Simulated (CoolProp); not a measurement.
Propylene along the isobar 78.3 bar: fugacity coefficient from the reference equation and from simpler models built on Tc = 91.1 °C, pc = 45.55 bar, ω = 0.146; each cubic takes its own stable root.

Model: reference Helmholtz-energy equation of state, Lemmon 2013, in CoolProp.

```csv
T (°C),phase,reference,Redlich-Kwong,Soave-Redlich-Kwong,Peng-Robinson
-19.65,liquid,0.04748,0.05904,0.04860,0.04688
-11.55,liquid,?,?,0.06274,0.06032
-3.45,liquid,0.07720,0.09332,?,0.07617
4.55,liquid,0.09554,0.1138,0.09851,?
12.65,liquid,0.1167,0.1370,0.1205,0.1152
20.65,liquid,0.1401,0.1622,0.1450,0.1383
28.75,liquid,0.1664,?,?,?
36.85,liquid,0.1951,0.2194,?,0.1927
```

Question: What belongs in the gaps?

Answer: 
- -11.55, reference: 0.06113
- -11.55, Redlich-Kwong: 0.07497
- -3.45, Soave-Redlich-Kwong: 0.07942
- 4.55, Peng-Robinson: 0.09427
- 28.75, Redlich-Kwong: 0.1898
- 28.75, Soave-Redlich-Kwong: 0.1724
- 28.75, Peng-Robinson: 0.1643
- 36.85, Soave-Redlich-Kwong: 0.2023
